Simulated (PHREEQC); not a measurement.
Consider water at 18 °C with 0.0039 mol K2CO3 per kg of water. Closed to the air; pH follows from the charge balance.

All values are PHREEQC results (Pitzer model, pitzer.dat), not measurements.

**Question.** The ionic strength comes out as 0.0111 mol/kgw. What activity coefficients do HCO3-, OH-, K+, CO3-2 get?

**Answer.** HCO3- 0.90, OH- 0.90, K+ 0.90, CO3-2 0.66. Single-ion values are on the MacInnes scale.

Precipitation was switched off in this run. Complexes and solids missing from the database can't appear.
